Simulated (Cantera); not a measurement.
Input (Python, Cantera) and output of one run.

```python
import numpy as np
import cantera as ct

gas_names = """
    F FO FO2 F2 F2O H HF HOF HO2 H2 H2F2 H2O H2O2 H3F3 H4F4 H5F5 H6F6 H7F7 Mg MgF MgF2 MgH MgO MgOH
    MgO2H2 Mg2 Mg2F4 O OH O2 O3
""".split()
cond_names = """
    H2O(s) H2O(L) Mg(cr) Mg(L) MgF2(s) MgF2(L) MgO(s) MgO(L) MgO2H2(s)
""".split()


# ... load() reads the species with a 1 bar reference pressure and builds the phases ...
atoms = {
    'MgF2': {'Mg': 1, 'F': 2},
    'O2': {'O': 2},
    'H2': {'H': 2},
}
top_T = {}  # K; cautious upper limits of use, not melting points


# ... equilibrate(T, P, feed) seeds the gas with the atoms and calls Mixture.equilibrate('TP', solver="vcs", rtol=1e-11, max_steps=5000) ...
results = []
feed = {'MgF2': 1, 'O2': 0.24, 'H2': 0.12}  # mol
P = 54  # Pa
for T in [623, 823, 1023, 1223, 1423, 1623, 1823, 2023, 2223]:
    mix = equilibrate(T, P, feed)
    results.append((T, P, feed, dict(zip(mix.species_names, mix.species_moles))))

top = {s: max(r[3][s] / sum(r[3][g] for g in gas_names) for r in results) for s in gas_names}
cols = sorted((s for s in top if top[s] > 1e-06), key=lambda s: -top[s])[:7]
seen = [c for c in cond_names if any(r[3].get(c, 0) > 1e-12 for r in results)]
print("log10 of partial pressures in bar; condensed amounts in mol")
print(f"{'T/K':>10s}" + "".join(f"{s[:9]:>10s}" for s in cols + seen))
for T, P, feed, n in results:
    ng = sum(n[g] for g in gas_names)
    print(f"{T:10.4g}" + "".join(f"{np.log10(max(n[s] / ng * P / 1e5, 1e-99)):10.3f}" for s in cols)
          + "".join(f"{n.get(c, 0):10.4g}" for c in seen))
```

Output:

```
log10 of partial pressures in bar; condensed amounts in mol
       T/K      MgF2        O2        HF       H2O       MgF         O        Mg   MgF2(s)    MgO(s)
       623   -23.104    -3.489    -7.700    -3.666   -39.726   -19.508   -49.349         1 5.542e-06
       823   -15.165    -3.491    -5.480    -3.670   -27.104   -14.384   -34.173    0.9991 0.0009217
      1023   -10.386    -3.516    -4.187    -3.768   -19.458   -11.265   -24.949    0.9808   0.01921
      1223    -7.211    -3.604    -3.602    -4.388   -14.330    -9.196   -18.728    0.9096   0.09038
      1423    -4.958    -3.642    -3.526    -5.508   -10.674    -7.692   -14.285    0.8738    0.1175
      1623    -3.437    -4.127    -4.002    -7.254    -7.901    -6.784   -10.722         0    0.1199
      1823    -3.438    -4.131    -4.005    -6.702    -6.431    -5.887    -8.139         0    0.1191
      2023    -3.447    -4.145    -4.018    -6.280    -5.258    -5.171    -6.070         0    0.1092
      2223    -3.526    -4.149    -4.094    -6.249    -4.462    -4.580    -4.634         0         0
```

Method: chemical equilibrium by Gibbs-energy minimisation in Cantera with the NASA 1993 tables (ideal gas, pure condensed phases). Mutual solubility and eutectic melting of coexisting phases are not modelled.
